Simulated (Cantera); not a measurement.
Cantera run:

```python
import numpy as np
import cantera as ct

gas_names = """
    B BH BH2 BH3 BN B2 H H2 N NH NH2 NH3 N2 N2H2 N2H4
""".split()
cond_names = """
    B(b) B(L) BN(s)
""".split()


def load(file, names, dense=False):
    # The tables refer to 1 bar. Condensed volumes are neglected.
    table = {s.name: s for s in ct.Species.list_from_file(file)}
    out = []
    for n in names:
        d = dict(table[n].input_data)
        d["thermo"] = dict(d["thermo"], **{"reference-pressure": 1e5})
        if dense:
            d["equation-of-state"] = {"model": "constant-volume", "density": "1e6 g/cm^3"}
        out.append(ct.Species.from_dict(d))
    return out


gas = ct.Solution(thermo="ideal-gas", species=load("nasa_gas.yaml", gas_names))
cond = {s.name: ct.Solution(thermo="fixed-stoichiometry", species=[s], name=s.name)
        for s in load("nasa_condensed.yaml", cond_names, dense=True)}
atoms = {
    'B2H6': {'B': 2, 'H': 6},
    'NH3': {'N': 1, 'H': 3},
    'H2': {'H': 2},
}
top_T = {'BN(s)': 3200}  # K; cautious upper limits of use, not melting points


def equilibrate(T, P, feed):
    n = {}
    for name, mol in feed.items():
        for a, k in atoms[name].items():
            n[a] = n.get(a, 0.0) + k * mol
    gas.TPX = T, P, n
    mass = sum(n.values()) * gas.mean_molecular_weight
    gas.equilibrate("TP")
    valid = [c for c in cond.values() if c.min_temp <= T <= top_T.get(c.name, c.max_temp)]
    mix = ct.Mixture([(gas, mass / gas.mean_molecular_weight)] + [(c, 0.0) for c in valid])
    mix.T, mix.P = T, P
    mix.equilibrate("TP", solver="vcs", rtol=1e-11, max_steps=5000)
    return mix


results = []
feed = {'B2H6': 1, 'NH3': 0.18, 'H2': 3.2}  # mol
T = 1100  # K
P = 1000  # Pa
mix = equilibrate(T, P, feed)
results.append((T, P, feed, dict(zip(mix.species_names, mix.species_moles))))
x = sorted(zip(gas.X, gas.species_names), reverse=True)
print(f"T = {T:g} K  P = {P:g} Pa  gas = {mix.phase_moles(0):.4g} mol")
print("   x: " + "  ".join(f"{s} {v:.3e}" for v, s in x if v > 1e-06))
print("   condensed (mol): " + ("  ".join(f"{mix.phase(i).name} {mix.phase_moles(i):.4g}"
      for i in range(1, mix.n_phases) if mix.phase_moles(i) > 1e-12) or "none"))
```

It prints:

```
T = 1100 K  P = 1000 Pa  gas = 6.47 mol
   x: H2 1.000e+00
   condensed (mol): B(b) 1.82  BN(s) 0.18
```

Cantera equilibrium calculation (NASA polynomials, part measured and part estimated; ideal gas, pure solids and liquids). The feed counts by its element totals alone. Mutual solubility and eutectic melting of coexisting phases are not modelled.
